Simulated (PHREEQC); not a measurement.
A solution holds 0.031 mol HBr, 0.00012 mol CuSO4 and 0.012 mol KCl per kg of water, at 25 °C. Closed to the air; pH follows from the charge balance.

Equilibrium calculation in PHREEQC: ion-association model, wateq4f.dat.

| quantity | before | after |
|---|---|---|
| pH | 1.57 | 1.58 |
| HSO4- (mol/kgw) | 7.07e-5 | 9.62e-5 |
| SO4-2 (mol/kgw) | 4.72e-5 | 2.21e-5 |
| KSO4- (mol/kgw) | 1.88e-6 | 1.63e-6 |

Problem. Name the change that produced these shifts.
(A) diluted 2-fold with water
(B) 0.0029 mol/kgw NaCl added
(C) diluted 10-fold with water
(D) temperature from 25 to 70 °C
(E) CuSO4 replaced by CaSO4 at the same molality

Solution. D, temperature from 25 to 70 °C

This is a speciation only: nothing precipitates in the calculation. Constants without temperature data keep their 25 °C values here.
